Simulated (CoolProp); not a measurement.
Properties of n-dodecane along the isobar 485 kPa.

Values from CoolProp's reference Helmholtz-energy equation of state, Lemmon 2004. It is a short technical equation, of lower accuracy than the large ones.

```
T (K)   phase        Z  cp (kJ/(kg K))  speed of sound (m/s)  viscosity (µPa s)  conductivity (mW/(m K))  fugacity coefficient
-----  ------  -------  --------------  --------------------  -----------------  -----------------------  --------------------
406.9  liquid  0.03674           2.621                 897.8                374                      112               0.01792
417.5  liquid  0.03626           2.664                 863.8                342                      110               0.02632
428.2  liquid  0.03582           2.707                 829.9                314                      107               0.03781
438.8  liquid  0.03543           2.751                 796.7                288                      105               0.05287
449.5  liquid  0.03507           2.795                 763.4                265                      103               0.07257
460.1  liquid  0.03476           2.838                 730.6                245                      101               0.09734
470.8  liquid  0.03449           2.883                 697.6                226                     99.0                0.1285
481.4  liquid  0.03426           2.927                 665.1                209                     97.0                0.1663
```

Viscosity comes from a separate model (Huber 2004). Thermal conductivity comes from a separate model (Huber 2004).
